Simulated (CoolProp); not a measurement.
Properties of ethylene along the isotherm -45.75 °C (Tc = 9.2 °C, pc = 5042 kPa, ω = 0.087).

Computed with CoolProp (reference Helmholtz-energy equation of state, Smukala 2000).

```
p (kPa)   phase        Z  speed of sound (m/s)
-------  ------  -------  --------------------
1800     liquid  0.05631                 850.4
3600     liquid   0.1115                 883.2
5400     liquid   0.1656                 913.0
7200     liquid   0.2190                 940.4
9000     liquid   0.2716                 965.8
10800    liquid   0.3235                 989.5
12600    liquid   0.3748                  1012
14400    liquid   0.4256                  1033
16200    liquid   0.4759                  1053
18000    liquid   0.5258                  1072
19800    liquid   0.5752                  1090
21600    liquid   0.6242                  1108
23400    liquid   0.6728                  1125
25200    liquid   0.7211                  1141
```
